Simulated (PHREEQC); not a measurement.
Consider water at 22 °C with 10 mmol/kgw NaHCO3 and 0.92 mmol/kgw Na2HPO4. Closed to the air; pH follows from the charge balance.

The numbers come from PHREEQC with the ion-association model, phreeqc.dat.

```csv
quantity,before,after
pH,8.33,8.95
ionic strength (mol/kgw),0.0127,0.0122
CO3-2 (mol/kgw),0.000126,0.000504
CO2 (mol/kgw),9.58e-5,2.22e-5
NaHCO3 (mol/kgw),5.22e-5,5.04e-5
NaCO3- (mol/kgw),1.53e-5,6.14e-5
```

**Question.** Name the change that produced these shifts.
A) temperature from 22 to 55 °C
B) Na2HPO4 replaced by Na2B4O7 at the same molality
C) Na2HPO4 left out
D) Na2HPO4 replaced by KH2PO4 at the same molality
E) temperature from 22 to 80 °C

**Answer.** B, Na2HPO4 replaced by Na2B4O7 at the same molality

No solid was allowed to form.
